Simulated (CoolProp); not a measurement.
Saturated liquid density (kg/m³) of carbon dioxide: the reference equation beside estimates from Tc = 304.1 K, pc = 73.77 bar, ω = 0.224. Rackett uses Z = 0.29056 − 0.08775 ω.

The numbers come from the reference Helmholtz-energy equation of state, Span 1996 in CoolProp.

| T (K) | reference | Rackett | van der Waals | Redlich-Kwong |
|---|---|---|---|---|
| 240.3 | 1088 | 1093 | 669.5 | 949.1 |
| 245.9 | 1064 | 1070 | 654.8 | 922.6 |
| 251.4 | 1040 | 1046 | 639.7 | 895.3 |
| 256.9 | 1014 | 1021 | 623.6 | 866.4 |
| 262.5 | 986.3 | 993.3 | 606.3 | 835.1 |
| 268 | 957.0 | 964.5 | 588.0 | 802.3 |
| 273.5 | 925.3 | 933.5 | 568.2 | 767.0 |
| 279.1 | 889.7 | 898.7 | 546.2 | 727.8 |
| 284.6 | 850.2 | 860.1 | 522.0 | 685.0 |
| 290.2 | 802.8 | 814.2 | 493.6 | 635.4 |

Absolute difference from the reference over all 10 rows, mean and median: Rackett 0.8 and 0.7 %, van der Waals 38.5 and 38.5 %, Redlich-Kwong 16.2 and 15.7 %.
